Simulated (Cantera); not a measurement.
# Thermodynamics of sublimation and decomposition of ceramics, feed Si3N4 + Si + H2

Charge: 1 mol Si3N4, 0.011 mol Si, 0.085 mol H2, held at 2648.15 K.

These are equilibrium values from Cantera (NASA tables, ideal gas, pure condensed phases), not measurements of a reactor. Candidate condensed phases: Si, Si3N4; 18 gas species. The tables' values for SiN are old estimates; treat these amounts as uncertain. Gases not in the tables: Si2H6 and higher silanes. The numbers say what is thermodynamically allowed, not how fast it happens.

```json
[
 {"P (Pa)": "1", "log p N2": "-5.41", "log p Si": "-5.24", "log p H2": "-10.30", "log p H": "-6.48", "log p Si2": "-10.09", "n Si(l)": "0"},
 {"P (Pa)": "5.60", "log p N2": "-4.67", "log p Si": "-4.49", "log p H2": "-8.81", "log p H": "-5.74", "log p Si2": "-8.59", "n Si(l)": "0"},
 {"P (Pa)": "32", "log p N2": "-3.91", "log p Si": "-3.73", "log p H2": "-7.30", "log p H": "-4.98", "log p Si2": "-7.08", "n Si(l)": "0"},
 {"P (Pa)": "180", "log p N2": "-3.16", "log p Si": "-2.98", "log p H2": "-5.84", "log p H": "-4.25", "log p Si2": "-5.58", "n Si(l)": "0"},
 {"P (Pa)": "1000", "log p N2": "-2.41", "log p Si": "-2.25", "log p H2": "-4.50", "log p H": "-3.58", "log p Si2": "-4.11", "n Si(l)": "0"},
 {"P (Pa)": "5600", "log p N2": "-1.41", "log p Si": "-1.87", "log p H2": "-3.04", "log p H": "-2.85", "log p Si2": "-3.35", "n Si(l)": "2.24"},
 {"P (Pa)": "32000", "log p N2": "-0.54", "log p Si": "-1.87", "log p H2": "-2.01", "log p H": "-2.33", "log p Si2": "-3.35", "n Si(l)": "2.90"},
 {"P (Pa)": "180000", "log p N2": "0.23", "log p Si": "-1.87", "log p H2": "-1.18", "log p H": "-1.92", "log p Si2": "-3.35", "n Si(l)": "2.99"},
 {"P (Pa)": "1000000", "log p N2": "0.98", "log p Si": "-1.87", "log p H2": "-0.41", "log p H": "-1.54", "log p Si2": "-3.35", "n Si(l)": "3.01"}
]
```
log p: log10 of the partial pressure in bar; n: condensed amount in mol.

From 1.00 Pa to 10.0 mbar nothing is condensed. From 56.0 mbar to 10.0 bar the condensed part is Si(l). The main Si-bearing gas is Si throughout.
